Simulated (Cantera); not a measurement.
Input (Python, Cantera):

```python
import numpy as np
import cantera as ct

gas = ct.Solution("gri30.yaml")
gas.TPX = 325, 101325, {'CH4': 1, 'H2': 0.98, 'O2': 5.41, 'N2': 20.4}
inlet = ct.Reservoir(gas, clone=True)
gas.equilibrate("HP")  # start burning
reactor = ct.IdealGasConstPressureReactor(gas, energy="on", clone=False)
exhaust = ct.Reservoir(gas, clone=True)
tau = [0.069, 0.034, 0.016, 0.008, 0.0039, 0.0019, 0.00094, 0.00046, 0.00022, 0.00011, 5.4e-05, 2.6e-05, 1.3e-05][0]
for a, b in ((inlet, reactor), (reactor, exhaust)):
    ct.MassFlowController(a, b, mdot=lambda t: reactor.mass / tau)
net = ct.ReactorNet([reactor])
show = ['CH4', 'H2', 'O2', 'CO2', 'C2H6']

rows = []
print(f"{'tau/s':>10s}{'T/K':>9s}" + "".join(f"{s:>11s}" for s in show))
for tau in [0.069, 0.034, 0.016, 0.008, 0.0039, 0.0019, 0.00094, 0.00046, 0.00022, 0.00011, 5.4e-05, 2.6e-05, 1.3e-05]:
    net.initial_time = 0.0
    net.advance(30 * tau)
    before = gas.X
    net.advance(40 * tau)
    drift = np.max(np.abs(gas.X - before) / (gas.X + 1e-9))
    rows.append([gas.T, *gas[show].X, drift])
    print(f"{tau:10.3e}{gas.T:9.1f}" + "".join(f"{x:11.3e}" for x in gas[show].X))
```

Output:

```
     tau/s      T/K        CH4         H2         O2        CO2       C2H6
 6.900e-02   1447.7  3.182e-05  9.140e-05  1.071e-01  3.621e-02  4.929e-09
 3.400e-02   1444.1  5.032e-05  1.487e-04  1.072e-01  3.594e-02  8.417e-09
 1.600e-02   1438.0  8.251e-05  2.502e-04  1.074e-01  3.545e-02  1.477e-08
 8.000e-03   1428.9  1.316e-04  4.055e-04  1.078e-01  3.471e-02  2.525e-08
 3.900e-03   1413.6  2.198e-04  6.767e-04  1.085e-01  3.342e-02  4.732e-08
 1.900e-03   1387.5  3.932e-04  1.170e-03  1.099e-01  3.113e-02  1.076e-07
 9.400e-04   1335.4  8.730e-04  2.321e-03  1.132e-01  2.649e-02  4.550e-07
 4.600e-04    325.0  3.598e-02  3.526e-02  1.947e-01 -1.642e-16 -7.743e-19
 2.200e-04    325.0  3.598e-02  3.526e-02  1.947e-01 -4.815e-20 -2.270e-22
 1.100e-04    325.0  3.598e-02  3.526e-02  1.947e-01 -3.041e-21 -1.434e-23
 5.400e-05    325.0  3.598e-02  3.526e-02  1.947e-01 -1.921e-22 -9.058e-25
 2.600e-05    325.0  3.598e-02  3.526e-02  1.947e-01 -1.213e-23 -5.722e-26
 1.300e-05    325.0  3.598e-02  3.526e-02  1.947e-01 -7.665e-25 -3.614e-27
```

Computed with Cantera and GRI-Mech 3.0 (53 species, 325 reactions).
